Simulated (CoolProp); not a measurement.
R236EA along the isotherm 63.05 °C: density (kg/m³) from the reference equation and from simpler models built on Tc = 139.3 °C, pc = 3.414 MPa, ω = 0.368; each cubic takes its own stable root.

Computed with CoolProp (reference Helmholtz-energy equation of state, Rui 2013).

```
p (MPa)   phase  reference
-------  ------  ---------
0.75     liquid       1294
1.5      liquid       1300
2.25     liquid       1305
3        liquid       1310
3.75     liquid       1315
4.5      liquid       1320
5.25     liquid       1325
6        liquid       1329
```

Q: How far does each simpler model (van der Waals, Redlich-Kwong) lie from the reference over these 8 states: mean and median of the absolute difference, and the worst?

A: 
- van der Waals: mean 45.8 %, median 38.7 %, worst -96.4 % at 63.05 °C and 0.75 MPa
- Redlich-Kwong: mean 24.8 %, median 14.7 %, worst -96.3 % at 63.05 °C and 0.75 MPa

At some of these states van der Waals, Redlich-Kwong gives the other phase, because its saturation line lies elsewhere.
